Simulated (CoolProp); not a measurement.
Saturation properties of C3F8 (R218).

Computed with CoolProp (reference Helmholtz-energy equation of state, Lemmon 2006). It is a short technical equation, of lower accuracy than the large ones.

```json
[
 {"T (K)": "210.8", "p (MPa)": "0.02694", "liquid density (kg/m³)": "1708", "liquid viscosity (µPa s)": "687", "liquid conductivity (mW/(m K))": "68.8"},
 {"T (K)": "219.4", "p (MPa)": "0.04383", "liquid density (kg/m³)": "1676", "liquid viscosity (µPa s)": "585", "liquid conductivity (mW/(m K))": "66.6"},
 {"T (K)": "228", "p (MPa)": "0.06828", "liquid density (kg/m³)": "1644", "liquid viscosity (µPa s)": "502", "liquid conductivity (mW/(m K))": "64.3"},
 {"T (K)": "236.6", "p (MPa)": "0.1024", "liquid density (kg/m³)": "1611", "liquid viscosity (µPa s)": "434", "liquid conductivity (mW/(m K))": "62.0"},
 {"T (K)": "245.2", "p (MPa)": "0.1486", "liquid density (kg/m³)": "1576", "liquid viscosity (µPa s)": "377", "liquid conductivity (mW/(m K))": "59.6"},
 {"T (K)": "253.8", "p (MPa)": "0.2095", "liquid density (kg/m³)": "1541", "liquid viscosity (µPa s)": "329", "liquid conductivity (mW/(m K))": "57.3"},
 {"T (K)": "262.5", "p (MPa)": "0.2887", "liquid density (kg/m³)": "1503", "liquid viscosity (µPa s)": "288", "liquid conductivity (mW/(m K))": "54.9"},
 {"T (K)": "271.1", "p (MPa)": "0.3876", "liquid density (kg/m³)": "1464", "liquid viscosity (µPa s)": "253", "liquid conductivity (mW/(m K))": "52.5"},
 {"T (K)": "279.7", "p (MPa)": "0.5099", "liquid density (kg/m³)": "1423", "liquid viscosity (µPa s)": "222", "liquid conductivity (mW/(m K))": "50.2"},
 {"T (K)": "288.3", "p (MPa)": "0.6591", "liquid density (kg/m³)": "1379", "liquid viscosity (µPa s)": "195", "liquid conductivity (mW/(m K))": "47.9"},
 {"T (K)": "296.9", "p (MPa)": "0.8386", "liquid density (kg/m³)": "1331", "liquid viscosity (µPa s)": "170", "liquid conductivity (mW/(m K))": "45.6"},
 {"T (K)": "305.6", "p (MPa)": "1.055", "liquid density (kg/m³)": "1277", "liquid viscosity (µPa s)": "148", "liquid conductivity (mW/(m K))": "43.4"},
 {"T (K)": "314.2", "p (MPa)": "1.308", "liquid density (kg/m³)": "1218", "liquid viscosity (µPa s)": "128", "liquid conductivity (mW/(m K))": "41.2"},
 {"T (K)": "322.8", "p (MPa)": "1.605", "liquid density (kg/m³)": "1147", "liquid viscosity (µPa s)": "108", "liquid conductivity (mW/(m K))": "39.2"}
]
```

It boils at 236.4 K under 1 atm.

Viscosity comes from a separate model (Huber 2003), an estimate that may be off by 10 % or more. Thermal conductivity comes from a separate model (Huber 2003), an estimate that may be off by 10 % or more.
